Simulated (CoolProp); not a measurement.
R407C along the isotherm 30.15 °C: density (kg/m³) from the reference equation and from simpler models built on Tc = 86.2 °C, pc = 4632 kPa, ω = 0.363; each cubic takes its own stable root.

The numbers come from the reference Helmholtz-energy equation of state, Lemmon 2003 in CoolProp. It is a pseudo-pure fit of the blend.

```tsv
p (kPa)	phase	reference	van der Waals	Soave-Redlich-Kwong	Peng-Robinson
2890	liquid	1127	661.7	987.4	1119
5790	liquid	1148	701.0	1014	1146
8680	liquid	1165	727.3	1036	1169
11600	liquid	1181	747.8	1055	1188
14500	liquid	1195	764.2	[?]	1206
17400	liquid	1207	778.2	1087	1222
20300	liquid	1219	790.2	[?]	1236
23200	liquid	1230	800.8	1113	1249
26100	liquid	1240	810.3	1124	1261
28900	liquid	1249	818.6	1134	1271
31800	liquid	1258	826.5	[?]	1282
34700	liquid	1266	833.6	1153	1291
37600	liquid	1274	840.3	1162	1300
40500	liquid	1282	846.4	1170	1309
43400	liquid	1289	852.2	1178	1317
46300	liquid	1296	857.5	1185	1325
```

### Question
Complete the blanks.

### Answer

- 14500, Soave-Redlich-Kwong: 1072
- 20300, Soave-Redlich-Kwong: 1100
- 31800, Soave-Redlich-Kwong: 1144
